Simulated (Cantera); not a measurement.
Input (Python, Cantera) and output of one run.

```python
import numpy as np
import cantera as ct

gas_names = [...]  # 76 gases of nasa_gas.yaml made of C, H
cond_names = """
    C(gr) C6H6(L) C7H8(L) C8H18(L),n-octa
""".split()


# ... load() reads the species with a 1 bar reference pressure and builds the phases ...
atoms = {
    'C6H6': {'C': 6, 'H': 6},
    'H2': {'H': 2},
}
top_T = {'C(gr)': 4500}  # K; cautious upper limits of use, not melting points


# ... equilibrate(T, P, feed) seeds the gas with the atoms and calls Mixture.equilibrate('TP', solver="vcs", rtol=1e-11, max_steps=5000) ...
results = []
feed = {'C6H6': 1, 'H2': 15}  # mol
P = 13332.2  # Pa
for T in [1298, 1398, 1498, 1598, 1698, 1798, 1898, 1998]:
    mix = equilibrate(T, P, feed)
    results.append((T, P, feed, dict(zip(mix.species_names, mix.species_moles))))

top = {s: max(r[3][s] / sum(r[3][g] for g in gas_names) for r in results) for s in gas_names}
cols = sorted((s for s in top if top[s] > 0.0001), key=lambda s: -top[s])[:5]
seen = [c for c in cond_names if any(r[3].get(c, 0) > 1e-12 for r in results)]
print("log10 of partial pressures in bar; condensed amounts in mol")
print(f"{'T/K':>10s}" + "".join(f"{s[:9]:>10s}" for s in cols + seen))
for T, P, feed, n in results:
    ng = sum(n[g] for g in gas_names)
    print(f"{T:10.4g}" + "".join(f"{np.log10(max(n[s] / ng * P / 1e5, 1e-99)):10.3f}" for s in cols)
          + "".join(f"{n.get(c, 0):10.4g}" for c in seen))
```

Result:

```
log10 of partial pressures in bar; condensed amounts in mol
       T/K        H2         H       CH4 C2H2,acet     C(gr)
      1298    -0.876    -6.408    -3.850    -7.129     5.981
      1398    -0.875    -5.763    -4.110    -6.486     5.989
      1498    -0.875    -5.203    -4.336    -5.930     5.993
      1598    -0.875    -4.711    -4.534    -5.445     5.995
      1698    -0.875    -4.278    -4.708    -5.018     5.995
      1798    -0.876    -3.891    -4.862    -4.639     5.992
      1898    -0.876    -3.545    -5.000    -4.301     5.985
      1998    -0.877    -3.233    -5.125    -3.998     5.972
```

Equilibrium computed with Cantera from the NASA thermochemical tables; the gas is ideal and each condensed phase is pure.
